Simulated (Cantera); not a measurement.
An isothermal, constant-pressure homogeneous reactor starts with CH4 : N2 = 1 : 2 (molar parts), at 1375 K and 1.00 bar. Integrator tolerance rtol = 1e-08.

Cantera simulation using GRI-Mech 3.0 (53 species, 325 reactions); the numbers are that mechanism's predictions, not measurements. GRI-Mech 3.0 stops at C3 and has no aromatics, soot or wall deposition, so with more carbon than oxygen in the feed, carbon stays in small species such as C2H2 where larger ones or solid carbon would form.

Task: What does this change do: N2 2 to 0.61 parts?

Result: 
| quantity | before | after |
|---|---|---|
| x(CH4) at 200 s | 0.112 (gas-phase equilibrium 0.0995) | 0.229 (gas-phase equilibrium 0.216) |
| x(C2H) at 200 s | 3.85e-10 (gas-phase equilibrium 2.41e-10) | 4.35e-10 (gas-phase equilibrium 3.32e-10) |
| x(CH2) at 200 s | 7.70e-11 (gas-phase equilibrium 6.41e-11) | 1.09e-10 (gas-phase equilibrium 9.79e-11) |
| x(C2H2) at 200 s | 0.0676 (gas-phase equilibrium 0.0437) | 0.0921 (gas-phase equilibrium 0.0717) |
| x(H) at 200 s | 1.68e-6 (gas-phase equilibrium 1.74e-6) | 2.03e-6 (gas-phase equilibrium 2.08e-6) |
| x(HCN) at 200 s | 3.68e-9 (gas-phase equilibrium 0.0663) | 2.36e-9 (gas-phase equilibrium 0.0600) |
